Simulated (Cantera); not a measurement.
An adiabatic, constant-volume homogeneous reactor starts with CO : H2 : O2 : N2 = 1 : 0.51 : 0.86 : 8.6 (molar parts), equivalence ratio 0.88, at 1575 K and 0.987 atm.

Cantera simulation using GRI-Mech 3.0 (53 species, 325 reactions); the numbers are that mechanism's predictions, not measurements.

### Question
Predict: time of steepest temperature rise; temperature at 3.00 s; equilibrium temperature; x(CO) at 3.00 s; x(H2) at 3.00 s; x(O2) at 3.00 s; x(NO) at 3.00 s; x(N2O) at 3.00 s; x(CO2) at 3.00 s; x(H2O) at 3.00 s.

### Answer
```
Item                                                                Result
---------------------------------  ---------------------------------------
time of steepest temperature rise                                  30.5 µs
temperature at 3.00 s                                               2549 K
equilibrium temperature                                             2549 K
x(CO) at 3.00 s                      0.0222 (gas-phase equilibrium 0.0222)
x(H2) at 3.00 s                    0.00207 (gas-phase equilibrium 0.00207)
x(O2) at 3.00 s                      0.0166 (gas-phase equilibrium 0.0166)
x(NO) at 3.00 s                    0.00723 (gas-phase equilibrium 0.00723)
x(N2O) at 3.00 s                   5.08e-7 (gas-phase equilibrium 5.08e-7)
x(CO2) at 3.00 s                     0.0742 (gas-phase equilibrium 0.0742)
x(H2O) at 3.00 s                     0.0439 (gas-phase equilibrium 0.0439)
```
